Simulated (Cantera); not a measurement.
Charge: 1 mol SiCl₄, 0.071 mol C₂H₄, 64 mol H₂, equilibrated at 2600 Pa.

Method: chemical equilibrium by Gibbs-energy minimisation in Cantera with the NASA 1993 tables (ideal gas, pure condensed phases). Candidate condensed phases: C, C₆H₆, C₇H₈, C₈H₁₈, Si, SiC; 109 gas species. Mutual solubility and eutectic melting of coexisting phases are not modelled. Gases not in the tables: Si₂H₆ and higher silanes. Rates play no part.

Which condensed phases are stable at each of these points (T (K)): 1298, 1373, 1448, 1523, 1598, 1673, 1748, 1823, 1898, 1973, 2048, 2123?


| T (K) | condensed phases | Si condensed (%) |
|---|---|---|
| 1298 | Si(s) + SiC(s) | 54.7 |
| 1373 | Si(s) + SiC(s) | 54.2 |
| 1448 | Si(s) + SiC(s) | 52.9 |
| 1523 | Si(s) + SiC(s) | 51.4 |
| 1598 | Si(s) + SiC(s) | 50.0 |
| 1673 | Si(s) + SiC(s) | 48.5 |
| 1748 | Si(l) + SiC(s) | 50.4 |
| 1823 | Si(l) + SiC(s) | 52.3 |
| 1898 | Si(l) + SiC(s) | 52.1 |
| 1973 | Si(l) + SiC(s) | 47.9 |
| 2048 | Si(l) + SiC(s) | 35.2 |
| 2123 | SiC(s) | 12.2 |

From 1298 K to 1673 K the condensed part is Si(s) + SiC(s). From 1748 K to 2048 K the condensed part is Si(l) + SiC(s). At 2123 K the condensed part is SiC(s).
